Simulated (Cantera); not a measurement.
A perfectly stirred reactor is fed with 2.76 % CH₄, 95.1 % H₂, 2.09 % H₂O, at 0.0130 bar; it is held at 1800 K, and followed from long to short residence time.

Model: GRI-Mech 3.0 (53 species, 325 reactions), integrated in Cantera. GRI-Mech 3.0 stops at C3 and has no aromatics, soot or wall deposition, so with more carbon than oxygen in the feed, carbon stays in small species such as C2H2 where larger ones or solid carbon would form. Radical loss at walls, strong at low pressure, is not modelled.

Question: Predict: x(CH₄) at τ = 2.90 s; x(H₂) at τ = 2.90 s; x(C₂H₆) at τ = 2.90 s; x(H) at τ = 2.90 s; x(CH₂) at τ = 2.90 s; x(CH₄) at τ = 0.160 s; x(H₂) at τ = 0.160 s; x(C₂H₆) at τ = 0.160 s; x(H) at τ = 0.160 s; x(CH₂) at τ = 0.160 s.

Answer: 
```
Item                      Value
----------------------  -------
x(CH₄) at τ = 2.90 s    0.00525
x(H₂) at τ = 2.90 s       0.962
x(C₂H₆) at τ = 2.90 s   1.42e-7
x(H) at τ = 2.90 s      0.00255
x(CH₂) at τ = 2.90 s    7.87e-7
x(CH₄) at τ = 0.160 s    0.0185
x(H₂) at τ = 0.160 s      0.954
x(C₂H₆) at τ = 0.160 s  1.17e-6
x(H) at τ = 0.160 s     0.00183
x(CH₂) at τ = 0.160 s   1.34e-6
```
